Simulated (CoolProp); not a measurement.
Vapour-liquid equilibrium of R22 (1) + n-pentane (2) at -52.05 °C; x and y are mole fractions of (1).

Model: multi-fluid Helmholtz-energy mixture model, Kamei 1995 and Thol 2019; pair parameters Bell 2016, in CoolProp.

```csv
x,"bubble pressure, mixture model (bar)","bubble pressure, Raoult's law (bar)","y, mixture model","y, Raoult's law"
0.05,0.09131,0.04008,0.878,0.724
0.2,0.2759,0.1253,0.964,0.926
0.35,0.3826,0.2106,0.977,0.964
0.5,0.4372,0.2959,0.982,0.980
0.65,0.4695,0.3811,0.984,0.989
0.8,0.5029,0.4664,0.988,0.995
0.95,0.5555,0.5516,0.996,0.999
```

The largest gap from Raoult's law is +127.8 % in bubble pressure, at x = 0.05. No azeotrope shows between x = 0.05 and 0.95.

The pair parameters rest on a limited set of measurements; away from them the model extrapolates. With so large a gap from Raoult's law the liquid may split in two, which this calculation doesn't test in full.
